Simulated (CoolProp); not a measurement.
A simple Rankine cycle with n-hexane: condensing at 306.15 K, boiler at 0.106 MPa, turbine inlet 345.2 K, turbine efficiency 0.6, pump efficiency 0.6, no recuperator. Each further row changes one setting.

Values from CoolProp's reference Helmholtz-energy equation of state, Thol 2019.

```tsv
case	thermal efficiency (%)	net work (kJ/kg)	heat in (kJ/kg)	turbine exit temperature (K)	volume ratio over the turbine
as stated	5.7	24.5	426	329.5	3.71
turbine inlet 365.2 K	?	26.2	?	349.7	3.70
condensing temperature 298.15 K	?	?	445	325.8	?
boiler pressure 0.0742 MPa	4.3	18.2	428	334.0	2.59
turbine efficiency 0.5	4.8	20.4	426	331.7	?
```

**Question.** What belongs in the gaps?

**Answer.** 
- turbine inlet 365.2 K, thermal efficiency (%): 5.6
- turbine inlet 365.2 K, heat in (kJ/kg): 466
- condensing temperature 298.15 K, thermal efficiency (%): 6.9
- condensing temperature 298.15 K, net work (kJ/kg): 30.6
- condensing temperature 298.15 K, volume ratio over the turbine: 5.16
- turbine efficiency 0.5, volume ratio over the turbine: 3.74
